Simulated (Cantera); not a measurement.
Mixture: CH4 : H2 : O2 : N2 = 1 : 0.053 : 5.07 : 19 (molar parts), equivalence ratio 0.40, at 5.03 atm, adiabatic and at constant pressure. Ignition delay is the time to a rise of 400 K.

Model: GRI-Mech 3.0 (53 species, 325 reactions), integrated in Cantera.

Q: Predict: delay at 1123 K; delay at 1223 K; delay at 1323 K; delay at 1423 K; apparent activation energy between 1373 and 1473 K.

A: 
* **delay at 1123 K**: 9.07 ms
* **delay at 1223 K**: 2.89 ms
* **delay at 1323 K**: 0.998 ms
* **delay at 1423 K**: 0.376 ms
* **apparent activation energy between 1373 and 1473 K**: 160 kJ/mol
